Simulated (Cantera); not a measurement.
Input (Python, Cantera):

```python
import numpy as np
import cantera as ct

gas = ct.Solution("gri30.yaml")
gas.TPX = 1148, 25000, {'CH4': 1, 'O2': 2.33, 'N2': 8.74}
reactor = ct.IdealGasConstPressureReactor(gas, energy="on", clone=False)
net = ct.ReactorNet([reactor])
net.rtol, net.atol = 1e-08, 1e-16
show = ['CH4', 'O2', 'CH3', 'NO', 'CH2', 'C2H4', 'C2H2']
times = np.geomspace(2e-06, 0.5, 16)

steps = ct.SolutionArray(gas, extra=["t"])
rows = []
print(f"{'t/s':>10s}{'T/K':>9s}{'P/Pa':>11s}" + "".join(f"{s:>11s}" for s in show))
for t in times:
    while net.time < t:
        t_next = net.step()
        steps.append(gas.state, t=t_next)
    rows.append([np.interp(t, steps.t, y) for y in (steps.T, steps.P, *steps(*show).X.T)])
    print(f"{t:10.3e}{rows[-1][0]:9.1f}{rows[-1][1]:11.4g}" + "".join(f"{x:11.3e}" for x in rows[-1][2:]))
rate = np.gradient(steps.T, steps.t)
print("integrator steps:", len(steps.t))
if steps.T.max() > steps.T[0] + 200:
    print(f"time of steepest temperature rise: {steps.t[rate.argmax()]:.4e} s")
gas.TPX = 1148, 25000, {'CH4': 1, 'O2': 2.33, 'N2': 8.74}
gas.equilibrate("HP")
print(f"equilibrium (HP): T = {gas.T:.1f} K  " + "  ".join(f"{s} {gas[s].X[0]:.3e}" for s in show))
```

It prints:

```
       t/s      T/K       P/Pa        CH4         O2        CH3         NO        CH2       C2H4       C2H2
 2.000e-06   1148.0    2.5e+04  8.285e-02  1.930e-01  1.323e-10  3.919e-26  1.108e-22  2.154e-22  1.702e-31
 4.580e-06   1148.0    2.5e+04  8.285e-02  1.930e-01  3.033e-10  4.090e-25  9.379e-22  5.146e-21  8.718e-30
 1.049e-05   1148.0    2.5e+04  8.285e-02  1.930e-01  6.966e-10  3.663e-24  6.217e-21  1.259e-19  4.772e-28
 2.402e-05   1148.0    2.5e+04  8.285e-02  1.930e-01  1.602e-09  2.215e-23  2.984e-20  2.789e-18  2.463e-26
 5.501e-05   1148.0    2.5e+04  8.285e-02  1.930e-01  3.686e-09  8.972e-23  1.305e-19  5.280e-17  1.119e-24
 1.260e-04   1148.0    2.5e+04  8.285e-02  1.930e-01  8.498e-09  3.271e-22  6.270e-19  8.377e-16  4.301e-23
 2.885e-04   1148.0    2.5e+04  8.285e-02  1.930e-01  1.974e-08  1.302e-21  3.277e-18  1.165e-14  1.410e-21
 6.608e-04   1148.0    2.5e+04  8.285e-02  1.930e-01  4.674e-08  5.920e-21  1.880e-17  1.568e-13  4.431e-20
 1.513e-03   1148.0    2.5e+04  8.285e-02  1.930e-01  1.165e-07  3.042e-20  1.233e-16  2.164e-12  1.389e-18
 3.466e-03   1148.0    2.5e+04  8.285e-02  1.930e-01  3.289e-07  1.826e-19  1.045e-15  3.603e-11  5.275e-17
 7.937e-03   1148.0    2.5e+04  8.285e-02  1.930e-01  1.154e-06  1.385e-18  1.299e-14  8.848e-10  3.243e-15
 1.818e-02   1148.0    2.5e+04  8.284e-02  1.930e-01  4.015e-06  1.216e-17  1.476e-13  2.759e-08  3.871e-13
 4.163e-02   1148.3    2.5e+04  8.279e-02  1.930e-01  6.648e-06  7.117e-17  4.262e-13  3.238e-07  2.116e-11
 9.533e-02   1149.3    2.5e+04  8.259e-02  1.929e-01  9.780e-06  3.505e-16  1.165e-12  2.216e-06  4.866e-10
 2.183e-01   1158.3    2.5e+04  8.097e-02  1.916e-01  2.496e-05  6.766e-15  1.678e-11  4.157e-05  3.367e-08
 5.000e-01   2470.0    2.5e+04  1.520e-17  3.249e-02  1.332e-16  8.126e-03  1.240e-16  6.973e-27  4.388e-21
integrator steps: 2373
time of steepest temperature rise: 2.8396e-01 s
equilibrium (HP): T = 2470.0 K  CH4 2.098e-17  O2 3.249e-02  CH3 1.838e-16  NO 8.128e-03  CH2 1.436e-16  C2H4 7.977e-27  C2H2 4.779e-21
```

Model: GRI-Mech 3.0 (53 species, 325 reactions), integrated in Cantera.
